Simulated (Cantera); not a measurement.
A Cantera script and its output.

```python
import numpy as np
import cantera as ct

surf = ct.Interface("ptcombust.yaml", "Pt_surf")
gas = surf.adjacent["gas"]
gas.TPX = 300, 2900, {'CH4': 0.087, 'O2': 0.18, 'N2': 0.79}
jet = ct.ImpingingJet(gas=gas, width=0.049, surface=surf)
jet.inlet.mdot, jet.inlet.T, jet.inlet.X = 0.036, 300, {'CH4': 0.087, 'O2': 0.18, 'N2': 0.79}
jet.set_refine_criteria(ratio=10, slope=0.2, curve=0.3)
show, cover = ['CH4', 'O2', 'H2O', 'OH', 'CO', 'CO2'], ["PT(S)", "H(S)", "O(S)", "OH(S)", "CO(S)", "C(S)"]

rows = []
print(f"{'Ts/K':>7s}" + "".join(f"{s:>11s}" for s in show + cover) + "   (gas at the wall, coverages)")
for i, Ts in enumerate([850, 900, 950, 1000, 1050, 1100]):
    jet.surface.T = Ts
    if i == 0:
        surf.TP = Ts, 2900
        surf.coverages = "PT(S):0.5, O(S):0.5"
        surf.advance_coverages(1.0)
        jet.set_initial_guess(products="inlet")
    jet.solve(loglevel=0, auto=(i == 0))
    rows.append([*(jet.X[gas.species_index(s), -1] for s in show), *surf[cover].coverages])
    print(f"{Ts:7g}" + "".join(f"{x:11.3e}" for x in rows[-1]))
```

Result:

```
   Ts/K        CH4         O2        H2O         OH         CO        CO2      PT(S)       H(S)       O(S)      OH(S)      CO(S)       C(S)   (gas at the wall, coverages)
    850  7.040e-02  1.444e-01  2.268e-02  1.442e-08  2.137e-05  1.472e-02  1.835e-01  2.661e-08  8.157e-01  8.340e-04  1.992e-05  5.091e-08
    900  5.998e-02  1.220e-01  4.230e-02  5.882e-08  2.671e-05  2.759e-02  2.623e-01  8.979e-08  7.367e-01  1.031e-03  1.821e-05  6.479e-08
    950  4.833e-02  9.710e-02  6.402e-02  1.946e-07  3.098e-05  4.196e-02  3.505e-01  2.422e-07  6.484e-01  1.121e-03  1.510e-05  7.230e-08
   1000  3.792e-02  7.500e-02  8.324e-02  5.417e-07  3.474e-05  5.478e-02  4.431e-01  5.494e-07  5.558e-01  1.107e-03  1.189e-05  7.432e-08
   1050  2.986e-02  5.798e-02  9.798e-02  1.300e-06  3.907e-05  6.469e-02  5.353e-01  1.097e-06  4.637e-01  1.020e-03  9.266e-06  7.377e-08
   1100  2.413e-02  4.600e-02  1.083e-01  2.774e-06  4.517e-05  7.167e-02  6.215e-01  1.982e-06  3.776e-01  8.952e-04  7.335e-06  7.274e-08
```

Detailed kinetics in Cantera: Deutschmann's 1995 Pt surface mechanism with GRI-Mech 3.0 gas chemistry. Catalytic surfaces can have several steady states; this one follows from the mechanism file's or the stated starting coverage.
